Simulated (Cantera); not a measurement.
A perfectly stirred reactor is fed with C₂H₆ : N₂ = 1 : 100 (molar parts), at 0.00276 atm; it is held at 1550 K, and followed from long to short residence time.

Model: GRI-Mech 3.0 (53 species, 325 reactions), integrated in Cantera. GRI-Mech 3.0 stops at C3 and has no aromatics, soot or wall deposition, so with more carbon than oxygen in the feed, carbon stays in small species such as C2H2 where larger ones or solid carbon would form. Radical loss at walls, strong at low pressure, is not modelled.

Question: What does this change do: pressure from 0.00276 atm to 0.0132 atm?

Answer: 
```csv
quantity,before,after
x(C₂H₆) at τ = 2.40 s,4.48e-5,1.44e-5
x(C₂H) at τ = 2.40 s,3.06e-7,2.11e-7
x(CH₄) at τ = 2.40 s,0.00111,0.000786
x(H₂) at τ = 2.40 s,0.0170,0.0179
x(HCN) at τ = 2.40 s,3.91e-5,4.94e-5
x(C₂H₆) at τ = 0.150 s,0.000579,0.000187
x(C₂H) at τ = 0.150 s,3.46e-7,2.71e-7
x(CH₄) at τ = 0.150 s,0.00193,0.00174
x(H₂) at τ = 0.150 s,0.0121,0.0151
x(HCN) at τ = 0.150 s,9.91e-6,1.45e-5
```

Question: What does this change do: temperature 1550 to 1325 K?

Answer: 
```tsv
quantity	before	after
x(C₂H₆) at τ = 2.40 s	4.48e-5	0.000526
x(C₂H) at τ = 2.40 s	3.06e-7	1.21e-8
x(CH₄) at τ = 2.40 s	0.00111	0.00252
x(H₂) at τ = 2.40 s	0.0170	0.0124
x(HCN) at τ = 2.40 s	3.91e-5	4.58e-7
x(C₂H₆) at τ = 0.150 s	0.000579	0.00509
x(C₂H) at τ = 0.150 s	3.46e-7	2.74e-9
x(CH₄) at τ = 0.150 s	0.00193	0.000902
x(H₂) at τ = 0.150 s	0.0121	0.00410
x(HCN) at τ = 0.150 s	9.91e-6	1.16e-7
```
